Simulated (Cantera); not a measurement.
Feed: 1 mol SiCl4, 0.21 mol Cl2, 56 mol N2, 0.57 mol HCl, at 1100 K and 1 atm.

Equilibrium computed with Cantera from the NASA thermochemical tables; the gas is ideal and each condensed phase is pure. Candidate condensed phases: NH4Cl, Si, Si3N4; 28 gas species. Equilibrium is a limit: real reactors are often held back by kinetics, nucleation or transport.

Base state: N2 0.969, SiCl4 0.0173, HCl 0.00986, Cl2 0.00359, Cl 9.02e-5 (mole fractions); condensed: gas only.

Q: What changes in the equilibrium state with this change: temperature from 1100 K to 1675 K?

A: 
```csv
species,before,after
N2,0.969,0.967
SiCl4,0.0173,0.0171
HCl,0.00986,0.00984
Cl,9.02e-5,0.00535
Cl2,0.00359,0.00103
SiCl3,3.62e-9,0.000151
```
The tables' values for SiCl3 are old estimates; treat these amounts as uncertain.
